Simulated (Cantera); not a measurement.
Feed: 1 mol Cu, 4.2 mol F2, 2.8 mol N2, at 1175 °C and 1.00 Torr.

Method: chemical equilibrium by Gibbs-energy minimisation in Cantera with the NASA 1993 tables (ideal gas, pure condensed phases). Candidate condensed phases: Cu, CuF2; 11 gas species. The numbers say what is thermodynamically allowed, not how fast it happens.

Base state: F 0.627, N2 0.274, CuF2 0.0978, CuF 0.000244, F2 0.000114 (mole fractions); condensed: gas only.

### Question
What changes in the equilibrium state with this change: pressure from 1.00 Torr to 0.0428 Torr?

### Answer
```tsv
species	before	after
F	0.627	0.629
N2	0.274	0.273
CuF2	0.0978	0.0921
CuF	0.000244	0.00537
F2	0.000114	4.91e-6
```
